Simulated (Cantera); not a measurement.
**Thermodynamics of thermal oxidation and active oxidation of silicon, feed Si + N2O + H2**

Input: 1 mol Si, 0.4 mol N2O, 3.5 mol H2, equilibrated at 1.00 bar.

Equilibrium computed with Cantera from the NASA thermochemical tables; the gas is ideal and each condensed phase is pure. Candidate condensed phases: H2O, Si, SiO2, Si2N2O, Si3N4; 35 gas species. Mutual solubility and eutectic melting of coexisting phases are not modelled. Gases not in the tables: Si2H6 and higher silanes. Kinetics and transport are ignored.

```json
[
 {"T (°C)": "950", "log p H2": "0.00", "log p N2": "-8.66", "log p SiO": "-8.24", "log p H": "-6.52", "log p SiH2": "-7.73", "n Si(s)": "0.200", "n Si2N2O(s)": "0.400", "n Si(l)": "0"},
 {"T (°C)": "1000", "log p H2": "0.00", "log p N2": "-7.85", "log p SiO": "-7.67", "log p H": "-6.15", "log p SiH2": "-7.32", "n Si(s)": "0.200", "n Si2N2O(s)": "0.400", "n Si(l)": "0"},
 {"T (°C)": "1050", "log p H2": "0.00", "log p N2": "-7.15", "log p SiO": "-7.08", "log p H": "-5.80", "log p SiH2": "-6.95", "n Si(s)": "0.200", "n Si2N2O(s)": "0.400", "n Si(l)": "0"},
 {"T (°C)": "1100", "log p H2": "0.00", "log p N2": "-6.54", "log p SiO": "-6.51", "log p H": "-5.48", "log p SiH2": "-6.60", "n Si(s)": "0.200", "n Si2N2O(s)": "0.400", "n Si(l)": "0"},
 {"T (°C)": "1150", "log p H2": "0.00", "log p N2": "-5.98", "log p SiO": "-5.96", "log p H": "-5.18", "log p SiH2": "-6.28", "n Si(s)": "0.200", "n Si2N2O(s)": "0.400", "n Si(l)": "0"},
 {"T (°C)": "1200", "log p H2": "0.00", "log p N2": "-5.46", "log p SiO": "-5.45", "log p H": "-4.90", "log p SiH2": "-5.98", "n Si(s)": "0.200", "n Si2N2O(s)": "0.400", "n Si(l)": "0"},
 {"T (°C)": "1250", "log p H2": "0.00", "log p N2": "-4.98", "log p SiO": "-4.98", "log p H": "-4.64", "log p SiH2": "-5.70", "n Si(s)": "0.200", "n Si2N2O(s)": "0.400", "n Si(l)": "0"},
 {"T (°C)": "1300", "log p H2": "0.00", "log p N2": "-4.53", "log p SiO": "-4.53", "log p H": "-4.39", "log p SiH2": "-5.44", "n Si(s)": "0.200", "n Si2N2O(s)": "0.400", "n Si(l)": "0"},
 {"T (°C)": "1350", "log p H2": "0.00", "log p N2": "-4.11", "log p SiO": "-4.11", "log p H": "-4.16", "log p SiH2": "-5.19", "n Si(s)": "0.200", "n Si2N2O(s)": "0.400", "n Si(l)": "0"},
 {"T (°C)": "1400", "log p H2": "0.00", "log p N2": "-3.72", "log p SiO": "-3.72", "log p H": "-3.94", "log p SiH2": "-4.96", "n Si(s)": "0.201", "n Si2N2O(s)": "0.399", "n Si(l)": "0"},
 {"T (°C)": "1450", "log p H2": "0.00", "log p N2": "-3.33", "log p SiO": "-3.33", "log p H": "-3.74", "log p SiH2": "-4.77", "n Si(s)": "0", "n Si2N2O(s)": "0.398", "n Si(l)": "0.202"},
 {"T (°C)": "1500", "log p H2": "0.00", "log p N2": "-2.96", "log p SiO": "-2.96", "log p H": "-3.55", "log p SiH2": "-4.61", "n Si(s)": "0", "n Si2N2O(s)": "0.396", "n Si(l)": "0.204"}
]
```
log p: log10 of the partial pressure in bar; n: condensed amount in mol.

From 950 °C to 1400 °C the condensed part is Si(s) + Si2N2O(s). From 1450 °C to 1500 °C the condensed part is Si(l) + Si2N2O(s). The main Si-bearing gas is SiH4 at 950 °C and SiO at 1500 °C.
